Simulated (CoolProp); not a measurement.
Sulfur hexafluoride at 293.15 K and 4.81 MPa flows at 3.4 m/s in a round tube of 1 mm bore and 45 µm roughness, fully developed (64/Re and Nu = 3.66 if laminar; Colebrook and Gnielinski if turbulent). Each further row changes one setting.

Computed with CoolProp (reference Helmholtz-energy equation of state, Guder 2009).

| case | Reynolds number | Darcy friction factor | pressure drop (Pa/m) | heat-transfer coefficient (W/(m² K)) | mass flow (kg/h) |
|---|---|---|---|---|---|
| as stated | 33200 | 0.0689 | 583000 | 21100 | 14.1 |
| velocity 6.8 m/s | 66500 | 0.0685 | 2320000 | 42700 | 28.2 |
| diameter 2 mm | 66500 | 0.0515 | 218000 | 17300 | 56.3 |

Viscosity comes from a separate model (Quiñones-Cisneros 2012). Thermal conductivity comes from a separate model (Assael 2012).
